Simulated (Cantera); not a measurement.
Charge: 1 mol Al2O3, 0.26 mol H2O, equilibrated at 848 K and 10.0 mbar.

Equilibrium computed with Cantera from the NASA thermochemical tables; the gas is ideal and each condensed phase is pure. Candidate condensed phases: Al, Al2O3, H2O; 19 gas species. The numbers say what is thermodynamically allowed, not how fast it happens.

Base state: H2O 1.00 (mole fractions); condensed: Al2O3(s).

Q: What changes in the equilibrium state with this change: temperature from 848 K to 1800 K?

A: 
```csv
species,before,after
H2O,1.00,0.985
H2,3.30e-8,0.00866
O2,1.64e-8,0.00375
OH,<1e-9,0.00250
H,<1e-9,0.000333
"Al2O3(s), mol",1.00,1.00
```
